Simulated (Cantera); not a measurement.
Feed: 1 mol SiCl4, 1.4 mol HCl, 0.8 mol H2, equilibrated at 500 K and 24.0 bar.

Cantera equilibrium calculation (NASA polynomials, part measured and part estimated; ideal gas, pure solids and liquids). Candidate condensed phases: Si; 19 gas species. Equilibrium is a limit: real reactors are often held back by kinetics, nucleation or transport.

Q: What is the equilibrium state?

A: 
* **x(HCl)**: 0.438
* **x(SiCl4)**: 0.312
* **x(H2)**: 0.250
* **gas amount**: 3.200 mol
* **log10 activity of Si(s) (absent)**: -23.31
